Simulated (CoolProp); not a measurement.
The fluid at 293.15 K and 11 MPa flows at 0.51 m/s in a round tube of 6 mm bore and 1.5 µm roughness, fully developed (64/Re and Nu = 3.66 if laminar; Colebrook and Gnielinski if turbulent). The same conditions are run with several fluids, on thermodynamics alone (safety and materials aside).

The numbers come from the reference Helmholtz-energy equation of state of each fluid (ethanol: Schroeder 2014; c-C4F8 (RC318): Platzer 1990; R123: Younglove 1994; R404A: Lemmon 2003) in CoolProp. The equations of Platzer and Polt are older, rougher fits. Blends and air are pseudo-pure fits.

| fluid | Reynolds number | Darcy friction factor | pressure drop (Pa/m) | heat-transfer coefficient (W/(m² K)) | mass flow (kg/h) |
|---|---|---|---|---|---|
| ethanol | 1920 | 0.0333 | ___ | ___ | 41.5 |
| c-C4F8 (RC318) | 9770 | ___ | ___ | 947 | 81.8 |
| R123 | ___ | 0.0320 | ___ | ___ | 78.1 |
| R404A | 20400 | 0.0263 | ___ | 1380 | 59.1 |

Problem. Some entries are withheld; supply them.

Solution. 
- ethanol, pressure drop (Pa/m): 577
- ethanol, heat-transfer coefficient (W/(m² K)): 104
- c-C4F8 (RC318), Darcy friction factor: 0.0315
- c-C4F8 (RC318), pressure drop (Pa/m): 1070
- R123, Reynolds number: 9080
- R123, pressure drop (Pa/m): 1040
- R123, heat-transfer coefficient (W/(m² K)): 941
- R404A, pressure drop (Pa/m): 649

Transport values come from each fluid's own correlations; those of c-C4F8 (RC318) are estimates that may be off by 10 % or more.
